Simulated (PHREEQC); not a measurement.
Solution (45 °C): 20 mmol/kgw H3PO4 and 2.8 mmol/kgw Na2CO3. Closed to the air; pH follows from the charge balance.

All values are PHREEQC results (ion-association model, phreeqc.dat), not measurements.

This is a speciation only: nothing precipitates in the calculation.

Estimate the pH, specific conductance, ionic strength.

pH 2.31; specific conductance 3500 µS/cm; ionic strength 0.0110 mol/kgw.

In which forms is P present?

H2PO4- 55 %, H3PO4 45 % of the P.

Complexes and solids missing from the database can't appear. At this temperature some constants are extrapolated from 25 °C, and those without enthalpy data are left unchanged.
